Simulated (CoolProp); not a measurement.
Saturation properties of acetone.

Computed with CoolProp (reference Helmholtz-energy equation of state, Lemmon 2006). It is a short technical equation, of lower accuracy than the large ones.

| T (°C) | p (MPa) | vapour density (kg/m³) | surface tension (mN/m) |
|---|---|---|---|
| 120.75 | 0.6153 | 12.92 | 11.2 |
| 132.05 | 0.7902 | 16.64 | 9.93 |
| 143.45 | 1.002 | 21.30 | 8.66 |
| 154.75 | 1.253 | 27.02 | 7.44 |
| 166.15 | 1.550 | 34.22 | 6.22 |
| 177.45 | 1.896 | 43.20 | 5.05 |
| 188.85 | 2.300 | 54.82 | 3.91 |
| 200.15 | 2.764 | 70.02 | 2.82 |

It boils at 56.1 °C under 1 atm.

Surface tension comes from a separate correlation (Mulero 2012).
